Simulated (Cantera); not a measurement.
Feed: 1 mol CS₂, 0.0086 mol SO₂, 2.3 mol O₂, equilibrated at 800 °C and 1.00 bar.

These are equilibrium values from Cantera (NASA tables, ideal gas, pure condensed phases), not measurements of a reactor. Candidate condensed phases: C, S; 22 gas species. Gases not in the tables: S₃ to S₇. The numbers say what is thermodynamically allowed, not how fast it happens.

### Question
What is the equilibrium state?

### Answer
- x(SO₂) = 0.490
- x(CO₂) = 0.374
- x(S₂) = 0.124
- x(S₂O) = 0.00828
- x(CO) = 0.00153
- x(COS) = 0.00111
- x(SO) = 7.42e-5
- gas amount = 2.653 mol
- log10 activity of S(l) (absent) = -1.00
- log10 activity of C(graphite) (absent) = -6.06
